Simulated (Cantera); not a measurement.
Cantera run, input and output.

```python
import numpy as np
import cantera as ct

gas = ct.Solution("gri30.yaml", transport_model="multicomponent")
show = ['C2H2', 'NO', 'CH4']

rows = []
print(f"{'T/K':>7s}{'rho':>11s}{'cp':>10s}{'mu':>11s}{'lambda':>11s}{'Pr':>7s}" + "".join(f"{'D_' + s:>11s}" for s in show))
for T in [400, 600, 800, 1000, 1200, 1400]:
    gas.TPX = T, 500000, {'C2H6': 0.34, 'N2': 0.37}
    Pr = gas.cp_mass * gas.viscosity / gas.thermal_conductivity
    D = [gas.mix_diff_coeffs_mole[gas.species_index(s)] for s in show]
    rows.append([gas.density, gas.cp_mass, gas.viscosity, gas.thermal_conductivity, Pr, *D])
    print(f"{T:7g}{gas.density:11.4e}{gas.cp_mass:10.1f}{gas.viscosity:11.4e}"
          f"{gas.thermal_conductivity:11.4e}{Pr:7.3f}" + "".join(f"{d:11.4e}" for d in D))
print("SI units: kg/m3, J/kg/K, Pa s, W/m/K, m2/s")
```

Result:

```
    T/K        rho        cp         mu     lambda     Pr     D_C2H2       D_NO      D_CH4
    400 4.3597e+00    1602.7 1.6504e-05 3.4151e-02  0.775 4.7618e-06 5.8127e-06 6.3842e-06
    600 2.9064e+00    2016.6 2.2638e-05 5.7976e-02  0.787 9.8592e-06 1.1760e-05 1.3049e-05
    800 2.1798e+00    2347.2 2.7900e-05 8.2658e-02  0.792 1.6275e-05 1.9189e-05 2.1399e-05
   1000 1.7439e+00    2614.7 3.2605e-05 1.0733e-01  0.794 2.3857e-05 2.7945e-05 3.1249e-05
   1200 1.4532e+00    2814.9 3.6916e-05 1.3067e-01  0.795 3.2503e-05 3.7922e-05 4.2476e-05
   1400 1.2456e+00    2971.1 4.0933e-05 1.5287e-01  0.796 4.2141e-05 4.9043e-05 5.4988e-05
SI units: kg/m3, J/kg/K, Pa s, W/m/K, m2/s
```

Detailed kinetics in Cantera: GRI-Mech 3.0 (53 species, 325 reactions). The composition is frozen, though it would react at the higher temperatures.
